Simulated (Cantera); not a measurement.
**Hydrocarbon pyrolysis for carbon deposition**

An isothermal, constant-pressure homogeneous reactor starts with 12.5 % C2H6, 87.5 % H2, at 1000 K and 0.00450 bar.

Model: GRI-Mech 3.0 (53 species, 325 reactions), integrated in Cantera. GRI-Mech 3.0 stops at C3 and has no aromatics, soot or wall deposition, so with more carbon than oxygen in the feed, carbon stays in small species such as C2H2 where larger ones or solid carbon would form. Radical loss at walls, strong at low pressure, is not modelled.

| t (s) | x C2H6 | x H2 | x C2H2 | x CH3 | x CH2 | x C2H4 | x CH4 |
|---|---|---|---|---|---|---|---|
| 4.00e-5 | 0.125 | 0.875 | <1e-12 | 1.46e-9 | <1e-12 | <1e-12 | 1.76e-11 |
| 0.000172 | 0.125 | 0.875 | <1e-12 | 6.05e-9 | <1e-12 | 1.25e-12 | 3.16e-10 |
| 0.000739 | 0.125 | 0.875 | <1e-12 | 2.21e-8 | <1e-12 | 1.85e-10 | 5.24e-9 |
| 0.00317 | 0.125 | 0.875 | <1e-12 | 5.28e-8 | <1e-12 | 1.43e-8 | 6.49e-8 |
| 0.0136 | 0.125 | 0.875 | <1e-12 | 6.24e-8 | <1e-12 | 5.29e-7 | 4.44e-7 |
| 0.0586 | 0.125 | 0.875 | 4.89e-12 | 6.95e-8 | <1e-12 | 1.19e-5 | 2.19e-6 |
| 0.252 | 0.125 | 0.875 | 1.60e-9 | 2.01e-7 | <1e-12 | 0.000227 | 1.63e-5 |
| 1.08 | 0.121 | 0.875 | 4.25e-7 | 1.59e-6 | <1e-12 | 0.00362 | 0.000451 |
| 4.65 | 0.0942 | 0.876 | 2.47e-5 | 2.13e-6 | 1.31e-12 | 0.0252 | 0.00479 |
| 20.0 | 0.0317 | 0.876 | 0.000416 | 1.34e-6 | <1e-12 | 0.0751 | 0.0164 |
x: mole fraction; the columns are a selection and need not sum to one.

Equilibrium at this temperature and pressure: C2H6 1.40e-5, H2 0.753, C2H2 0.000886, CH3 1.66e-7, CH2 <1e-12, C2H4 0.00154, CH4 0.244 (gas phase only).
